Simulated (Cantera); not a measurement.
Mixture: CH4 : O2 : N2 : H2O = 1 : 2.3 : 8.97 : 1.1 (molar parts), equivalence ratio 0.87, at 10.0 bar, adiabatic and at constant volume. Ignition delay is the time to a rise of 400 K.

Detailed kinetics in Cantera: GRI-Mech 3.0 (53 species, 325 reactions).

Task: What does this change do: H2O 1.1 to 0.37 parts?

Result: 
| quantity | before | after |
|---|---|---|
| delay at 1125 K | 11.8 ms | 11.6 ms |
| delay at 1200 K | 4.54 ms | 4.42 ms |
| delay at 1275 K | 1.92 ms | 1.83 ms |
| delay at 1350 K | 0.865 ms | 0.807 ms |
| delay at 1425 K | 0.407 ms | 0.374 ms |
| delay at 1500 K | 0.198 ms | 0.181 ms |
| delay at 1575 K | 99.3 µs | 90.8 µs |
| apparent activation energy between 1425 and 1575 K | 180 kJ/mol | 180 kJ/mol |
